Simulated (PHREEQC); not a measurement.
Solution (25 °C): 0.15 mol HF and 0.0062 mol CsF per kg of water. Closed to the air; pH follows from the charge balance.

Equilibrium calculation in PHREEQC: ion-association model, wateq4f.dat.

Each row changes one thing in this solution. Precipitation was switched off in this run.

```json
[
 {"case": "as made", "pH": "2.16", "ionic strength (mol/kgw)": "0.0138", "HF (mol/kgw)": "0.0932", "H2F2 (mol/kgw)": "0.0227", "F- (mol/kgw)": "0.0102", "HF2- (mol/kgw)": "0.00366"},
 {"case": "HF from 0.15 to 0.03 mol/kgw", "pH": "2.65", "ionic strength (mol/kgw)": "0.00863", "HF (mol/kgw)": "0.0239", "H2F2 (mol/kgw)": "0.00149", "F- (mol/kgw)": "0.00790", "HF2- (mol/kgw)": "0.000725"},
 {"case": "temperature from 25 to 50 °C", "pH": "2.21", "ionic strength (mol/kgw)": "0.0130", "HF (mol/kgw)": "0.113", "H2F2 (mol/kgw)": "0.0130", "F- (mol/kgw)": "0.00872", "HF2- (mol/kgw)": "0.00428"},
 {"case": "CsF left out", "pH": "2.04", "ionic strength (mol/kgw)": "0.0101", "HF (mol/kgw)": "0.0925", "H2F2 (mol/kgw)": "0.0224", "F- (mol/kgw)": "0.00745", "HF2- (mol/kgw)": "0.00265"},
 {"case": "0.0084 mol/kgw NaOH added", "pH": "2.33", "ionic strength (mol/kgw)": "0.0198", "HF (mol/kgw)": "0.0894", "H2F2 (mol/kgw)": "0.0209", "F- (mol/kgw)": "0.0147", "HF2- (mol/kgw)": "0.00508"},
 {"case": "diluted 5-fold with water", "pH": "2.45", "ionic strength (mol/kgw)": "0.00506", "HF (mol/kgw)": "0.0230", "H2F2 (mol/kgw)": "0.00138", "F- (mol/kgw)": "0.00465", "HF2- (mol/kgw)": "0.000411"}
]
```

Species that the database lacks are ignored. wateq4f.dat counts part of the HF as a dimer, H2F2, which phreeqc.dat doesn't know; its constant is uncertain. At this temperature some constants are extrapolated from 25 °C, and those without enthalpy data are left unchanged.
